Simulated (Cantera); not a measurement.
## Catalytic combustion on Pt

An isothermal plug-flow reactor at 825 K and 488 Torr (inlet), inlet velocity 0.48 m/s, active area per volume 150 1/m; feed H2 : O2 : N2 = 0.011 : 0.033 : 0.79 (molar parts), equivalence ratio 0.17.

Cantera simulation using Deutschmann's 1995 Pt surface mechanism with GRI-Mech 3.0 gas chemistry; the numbers are that mechanism's predictions, not measurements. Catalytic surfaces can have several steady states; this one follows from the mechanism file's or the stated starting coverage. Mass transfer to the wall is taken as infinitely fast.

```csv
z (m),x H2,x O2,x H2O,θ free Pt,θ O*,θ OH*
0.00068,0.00194,0.0341,0.0113,0.140,0.857,0.00290
0.0012,0.000977,0.0337,0.0123,0.109,0.888,0.00266
0.0021,0.000367,0.0334,0.0129,0.0939,0.904,0.00252
0.0038,6.94e-5,0.0332,0.0132,0.0876,0.910,0.00246
0.0068,4.07e-6,0.0332,0.0133,0.0863,0.911,0.00244
0.012,3.06e-8,0.0332,0.0133,0.0863,0.911,0.00244
0.021,6.77e-12,0.0332,0.0133,0.0863,0.911,0.00244
0.038,<1e-12,0.0332,0.0133,0.0863,0.911,0.00244
0.068,<1e-12,0.0332,0.0133,0.0863,0.911,0.00244
```
x: gas mole fraction; θ: surface coverage.
